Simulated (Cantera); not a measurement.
Mixture: CH3OH : O2 : N2 = 1 : 2.73 : 10.3 (molar parts), equivalence ratio 0.55, at 5.00 bar, adiabatic and at constant volume. Ignition delay is the time to a rise of 400 K.

Detailed kinetics in Cantera: GRI-Mech 3.0 (53 species, 325 reactions). GRI-Mech 3.0 was tuned for natural gas; its chemistry of methanol as a main component is partial and can be far from experiment.

Task: What does this change do: pressure from 5.00 bar to 1.00 bar?

Result: 
```csv
quantity,before,after
delay at 1225 K,1.84 ms,7.11 ms
delay at 1375 K,0.228 ms,0.919 ms
delay at 1525 K,47.7 µs,0.199 ms
delay at 1675 K,14.4 µs,61.5 µs
apparent activation energy between 1600 and 1750 K,170 kJ/mol,160 kJ/mol
```
